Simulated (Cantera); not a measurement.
## SiCl₄ + HCl + H₂ + Cl₂ (silicon epitaxy and polysilicon growth)

Feed: 1 mol SiCl₄, 0.25 mol HCl, 7 mol H₂, 0.13 mol Cl₂, held at 13.3 mbar.

Method: chemical equilibrium by Gibbs-energy minimisation in Cantera with the NASA 1993 tables (ideal gas, pure condensed phases). Candidate condensed phases: Si; 19 gas species. The tables' values for SiCl₃, SiCl are old estimates; treat these amounts as uncertain. The numbers say what is thermodynamically allowed, not how fast it happens.

```csv
T (°C),x H₂,x HCl,x SiCl₄,x SiCl₂,x SiCl₃,x SiHCl₃,x H
600,0.817,0.0641,0.116,3.32e-6,8.10e-5,0.00317,3.66e-10
675,0.813,0.0677,0.113,7.59e-5,0.000503,0.00609,4.09e-9
750,0.806,0.0747,0.106,0.000939,0.00217,0.00970,3.22e-8
825,0.791,0.0909,0.0938,0.00601,0.00633,0.0119,1.90e-7
900,0.761,0.122,0.0733,0.0199,0.0122,0.0106,8.91e-7
975,0.721,0.165,0.0477,0.0416,0.0166,0.00734,3.44e-6
1050,0.682,0.207,0.0247,0.0646,0.0171,0.00412,1.13e-5
1125,0.655,0.236,0.0102,0.0824,0.0140,0.00198,3.32e-5
1200,0.640,0.252,0.00371,0.0930,0.0100,0.000887,8.77e-5
1275,0.634,0.259,0.00133,0.0985,0.00684,0.000397,0.000212
1350,0.630,0.262,0.000498,0.102,0.00465,0.000185,0.000475
1425,0.628,0.264,0.000199,0.103,0.00322,9.13e-5,0.000992
```
x: gas mole fraction; nothing condenses.

From 600 °C to 1425 °C nothing is condensed. The main Si-bearing gas is SiCl₄ at 600 °C and SiCl₂ at 1425 °C.
